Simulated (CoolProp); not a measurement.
R1123 along the isotherm 338.1 K: Z from the reference equation and from simpler models built on Tc = 331.7 K, pc = 45.49 bar, ω = 0.243; each cubic takes its own stable root.

Model: reference Helmholtz-energy equation of state, Akasaka 2020, in CoolProp.

| p (bar) | phase | reference |
|---|---|---|
| 1.9 | gas | 0.9862 |
| 3.79 | gas | 0.9722 |
| 5.69 | gas | 0.9579 |
| 7.58 | gas | 0.9434 |
| 9.48 | gas | 0.9286 |
| 11.4 | gas | 0.9132 |
| 13.3 | gas | 0.8977 |
| 15.2 | gas | 0.8818 |
| 17.1 | gas | 0.8656 |
| 19 | gas | 0.8489 |
| 20.8 | gas | 0.8326 |
| 22.7 | gas | 0.8150 |

**Question.** How far does each simpler model (van der Waals, Redlich-Kwong, Soave-Redlich-Kwong, Peng-Robinson) lie from the reference over these 12 states: mean and median of the absolute difference, and the worst?

**Answer.** 
- van der Waals: mean 1.4 %, median 1.3 %, worst +2.7 % at 338.1 K and 22.7 bar
- Redlich-Kwong: mean 0.2 %, median 0.2 %, worst +0.4 % at 338.1 K and 22.7 bar
- Soave-Redlich-Kwong: mean 0.3 %, median 0.3 %, worst +0.7 % at 338.1 K and 22.7 bar
- Peng-Robinson: mean 0.8 %, median 0.8 %, worst -1.5 % at 338.1 K and 22.7 bar
